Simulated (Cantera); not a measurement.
Mixture: CH₄ : O₂ : N₂ = 1 : 2.02 : 7.68 (molar parts), equivalence ratio 0.99, at 1.01 bar, adiabatic and at constant pressure. Ignition delay is the time to a rise of 400 K.

Computed with Cantera and GRI-Mech 3.0 (53 species, 325 reactions).

```csv
quantity,before,after
delay at 1025 K,0.714 s,0.692 s
delay at 1225 K,32.1 ms,30.5 ms
delay at 1425 K,2.59 ms,2.45 ms
delay at 1625 K,0.378 ms,0.358 ms
apparent activation energy between 1525 and 1725 K,180 kJ/mol,180 kJ/mol
```

### Question
Name the change that produced these shifts.
A) CH4 1 to 0.41 parts
B) pressure from 1.01 bar to 19.0 bar
C) constant volume in place of constant pressure
D) pressure from 1.01 bar to 4.70 bar

### Answer
C, constant volume in place of constant pressure
